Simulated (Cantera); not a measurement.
A closed system holds: 1 mol Al, 230 mol NH3, 700 mol H2.

Method: chemical equilibrium by Gibbs-energy minimisation in Cantera with the NASA 1993 tables (ideal gas, pure condensed phases). Candidate condensed phases: Al, AlN; 13 gas species. The numbers say what is thermodynamically allowed, not how fast it happens.

Stable condensed phases, one row left out:

```
T in K \ P in Pa
             10     37    140    520   1900   7200  27000 100000
   1975       A      A      A      A      A      A      B      B
   1875       A      A      A      A      A      B      B      B
   1775       A      A      A      A      B      B      B      B
   1575       A      B      B      B      B      B      B      B
   1475       B      B      B      B      B      B      B      B
   1375       B      B      B      B      B      B      B      B
   1275       B      B      B      B      B      B      B      B
   1175       B      B      B      B      B      B      B      B
   1075       B      B      B      B      B      B      B      B
```

A: gas only; B: AlN.

Give the row for 1675 K.

10: gas only; 37: gas only; 140: AlN; 520: AlN; 1900: AlN; 7200: AlN; 27000: AlN; 100000: AlN.
